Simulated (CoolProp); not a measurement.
Vapour-liquid equilibrium of R152A (1) + n-butane (2) at 16.15 °C; x and y are mole fractions of (1).

The numbers come from the multi-fluid Helmholtz-energy mixture model, Outcalt 1996 and Bücker 2006; pair parameters Bell 2016 in CoolProp.

Question: Give the bubble pressure and the first vapour's composition at x = 0.125, 0.725, 0.8. Is there an azeotrope?

Answer: x = 0.125: 321.8 kPa, y = 0.467; x = 0.725: 472.1 kPa, y = 0.771; x = 0.8: 475.3 kPa, y = 0.809. y crosses x between x = 0.8 and 0.875: the model has an azeotrope there.

Pair parameters are fitted to limited data, so mixtures are less certain than the pure fluids. With so large a gap from Raoult's law the liquid may split in two, which this calculation doesn't test in full.
